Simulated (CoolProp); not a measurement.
Vapour-liquid equilibrium of R22 (1) + R134a (2) at 0.873 MPa; x and y are mole fractions of (1).

Values from CoolProp's multi-fluid Helmholtz-energy mixture model, Kamei 1995 and Tillner-Roth 1994; pair parameters Bell 2016.

Question: Give the bubble temperature and the first vapour's composition at x = 0.125, 0.725, 0.95. Is there an azeotrope?

Answer: x = 0.125: 31.6 °C, y = 0.178; x = 0.725: 21.7 °C, y = 0.785; x = 0.95: 19.1 °C, y = 0.962. No azeotrope shows between x = 0.05 and 0.95.

Pair parameters are fitted to limited data, so mixtures are less certain than the pure fluids.
